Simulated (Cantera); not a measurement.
What does this Cantera script print?

```python
import numpy as np
import cantera as ct

gas_names = """
    CL CL2 H HCL H2 N NH NH2 NH3 N2 N2H2 N2H4 Si SiCL SiCL2 SiCL3 SiCL4 SiH SiHCL3 SiH2 SiH2CL2 SiH3
    SiH3CL SiH4 SiN Si2 Si2N Si3
""".split()
cond_names = """
    NH4CL(a) NH4CL(b) Si(cr) Si(L) Si3N4(a)
""".split()


def load(file, names, dense=False):
    # The tables refer to 1 bar. Condensed volumes are neglected.
    table = {s.name: s for s in ct.Species.list_from_file(file)}
    out = []
    for n in names:
        d = dict(table[n].input_data)
        d["thermo"] = dict(d["thermo"], **{"reference-pressure": 1e5})
        if dense:
            d["equation-of-state"] = {"model": "constant-volume", "density": "1e6 g/cm^3"}
        out.append(ct.Species.from_dict(d))
    return out


gas = ct.Solution(thermo="ideal-gas", species=load("nasa_gas.yaml", gas_names))
cond = {s.name: ct.Solution(thermo="fixed-stoichiometry", species=[s], name=s.name)
        for s in load("nasa_condensed.yaml", cond_names, dense=True)}
atoms = {
    'SiCl4': {'Si': 1, 'CL': 4},
    'NH3': {'N': 1, 'H': 3},
}
top_T = {'Si3N4(a)': 2400}  # K; cautious upper limits of use, not melting points


def equilibrate(T, P, feed):
    n = {}
    for name, mol in feed.items():
        for a, k in atoms[name].items():
            n[a] = n.get(a, 0.0) + k * mol
    gas.TPX = T, P, n
    mass = sum(n.values()) * gas.mean_molecular_weight
    gas.equilibrate("TP")
    valid = [c for c in cond.values() if c.min_temp <= T <= top_T.get(c.name, c.max_temp)]
    mix = ct.Mixture([(gas, mass / gas.mean_molecular_weight)] + [(c, 0.0) for c in valid])
    mix.T, mix.P = T, P
    mix.equilibrate("TP", solver="vcs", rtol=1e-11, max_steps=5000)
    return mix


results = []
feed = {'SiCl4': 1, 'NH3': 1}  # mol
T = 1050  # K
P = 12000  # Pa
mix = equilibrate(T, P, feed)
results.append((T, P, feed, dict(zip(mix.species_names, mix.species_moles))))
x = sorted(zip(gas.X, gas.species_names), reverse=True)
print(f"T = {T:g} K  P = {P:g} Pa  gas = {mix.phase_moles(0):.4g} mol")
print("   x: " + "  ".join(f"{s} {v:.3e}" for v, s in x if v > 1e-05))
print("   condensed (mol): " + ("  ".join(f"{mix.phase(i).name} {mix.phase_moles(i):.4g}"
      for i in range(1, mix.n_phases) if mix.phase_moles(i) > 1e-12) or "none"))
```

It prints:

```
T = 1050 K  P = 12000 Pa  gas = 3.106 mol
   x: HCL 4.095e-01  H2 2.774e-01  SiCL4 2.182e-01  N2 9.304e-02  SiHCL3 1.535e-03  SiCL3 2.699e-04
   condensed (mol): Si3N4(a) 0.1055
```

These are equilibrium values from Cantera (NASA tables, ideal gas, pure condensed phases), not measurements of a reactor. The tables' values for SiCl3 are old estimates; treat these amounts as uncertain.
